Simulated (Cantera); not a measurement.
Feed: 1 mol SiH4, 0.031 mol C2H2, 1.3 mol H2, at 1373 K and 0.210 bar.

Method: chemical equilibrium by Gibbs-energy minimisation in Cantera with the NASA 1993 tables (ideal gas, pure condensed phases). Candidate condensed phases: C, C6H6, C7H8, C8H18, Si, SiC; 87 gas species. Mutual solubility and eutectic melting of coexisting phases are not modelled. Rates play no part.

Base state: H2 1.000 (mole fractions); condensed: Si(s) + SiC(s).

Problem. What changes in the equilibrium state with this change: SiH4 replaced by CH3SiCl3?

Solution. 
```
species           before    after
----------------  ------  -------
H2                 1.000    0.484
HCl                    0    0.433
SiCl4                  0   0.0660
SiCl3                  0  0.00820
SiCl2                  0  0.00472
SiHCl3                 0  0.00467
SiH2Cl2                0  4.89e-5
Si(s), mol         0.938        0
SiC(s), mol       0.0620    0.663
C(graphite), mol       0    0.398
```
The feed counts by its element totals alone. The tables' values for SiCl3 are old estimates; treat these amounts as uncertain.

Problem. What changes in the equilibrium state with this change: temperature from 1373 K to 2523 K?

Solution. 
```json
[
 {"species": "H2", "before": "1.000", "after": "0.905"},
 {"species": "H", "before": "7.27e-6", "after": "0.0577"},
 {"species": "Si", "before": "1.85e-9", "after": "0.0268"},
 {"species": "Si2C", "before": "<1e-9", "after": "0.00407"},
 {"species": "Si2", "before": "<1e-9", "after": "0.000740"},
 {"species": "C2H2 (acetylene)", "before": "<1e-9", "after": "0.000689"},
 {"species": "Si(s), mol", "before": "0.938", "after": "0"},
 {"species": "SiC(s), mol", "before": "0.0620", "after": "0.0392"},
 {"species": "Si(l), mol", "before": "0", "after": "0.814"}
]
```
Gases not in the tables: Si2H6 and higher silanes.
